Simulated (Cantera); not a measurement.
Hydrocarbon pyrolysis for carbon deposition

A perfectly stirred reactor is fed with CH4 : H2 = 1 : 1.3 (molar parts), at 66.0 Pa; it is held at 1998 K, and followed from long to short residence time.

Detailed kinetics in Cantera: GRI-Mech 3.0 (53 species, 325 reactions). GRI-Mech 3.0 stops at C3 and has no aromatics, soot or wall deposition, so with more carbon than oxygen in the feed, carbon stays in small species such as C2H2 where larger ones or solid carbon would form. Radical loss at walls, strong at low pressure, is not modelled.

```csv
τ (s),x CH4,x H2,x CH3,x C2H4,x C2H2,x C2H
4.8,0.0232,0.826,0.00316,0.000176,0.141,1.83e-5
1.9,0.0433,0.813,0.00505,0.000474,0.133,1.49e-5
0.76,0.0755,0.791,0.00774,0.00119,0.120,1.19e-5
0.30,0.126,0.756,0.0114,0.00277,0.0999,8.81e-6
0.12,0.201,0.705,0.0152,0.00555,0.0700,5.31e-6
0.049,0.301,0.639,0.0167,0.00787,0.0323,1.84e-6
0.019,0.402,0.579,0.0109,0.00360,0.00372,1.04e-7
0.0077,0.428,0.567,0.00460,0.000420,0.000124,1.37e-9
0.0031,0.432,0.566,0.00185,3.11e-5,3.14e-6,1.45e-11
```
x: mole fraction; the columns are a selection and need not sum to one.
